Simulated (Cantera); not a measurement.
## Stirred combustor or abatement burner

A perfectly stirred reactor is fed with CO : H₂ : O₂ : N₂ = 1 : 0.052 : 0.438 : 1.31 (molar parts), equivalence ratio 1.2, at 7.50 atm; it is adiabatic with a 475 K inlet, and is followed from long to short residence time, starting on the burning branch (τ in s: 0.12, 0.047, 0.019, 0.0077, 0.0031, 0.0013, 0.00051, 0.00021, 8.3e-05, 3.4e-05).

Detailed kinetics in Cantera: GRI-Mech 3.0 (53 species, 325 reactions). The hydrogen kinetics of GRI-Mech 3.0 are dated; newer H2 mechanisms differ, most at raised pressure.

| τ (s) | T (K) | x CO | x H₂ | x O₂ | x N₂O | x NO₂ |
|---|---|---|---|---|---|---|
| 0.12 | 2688 | 0.103 | 0.000922 | 0.0109 | 7.58e-7 | 2.75e-6 |
| 0.047 | 2687 | 0.103 | 0.000924 | 0.0111 | 7.63e-7 | 2.75e-6 |
| 0.019 | 2683 | 0.103 | 0.000930 | 0.0114 | 7.73e-7 | 2.77e-6 |
| 0.0077 | 2674 | 0.105 | 0.000942 | 0.0121 | 7.98e-7 | 2.81e-6 |
| 0.0031 | 2654 | 0.107 | 0.000972 | 0.0138 | 8.55e-7 | 2.88e-6 |
| 0.0013 | 2613 | 0.113 | 0.00103 | 0.0170 | 9.66e-7 | 2.91e-6 |
| 0.00051 | 2528 | 0.124 | 0.00116 | 0.0229 | 1.15e-6 | 2.56e-6 |
| 0.00021 | 2406 | 0.139 | 0.00134 | 0.0304 | 1.32e-6 | 1.62e-6 |
| 8.3e-5 | 2243 | 0.157 | 0.00155 | 0.0390 | 1.39e-6 | 7.78e-7 |
| 3.4e-5 | 2055 | 0.177 | 0.00173 | 0.0484 | 1.38e-6 | 4.37e-7 |
x: mole fraction; the columns are a selection and need not sum to one.
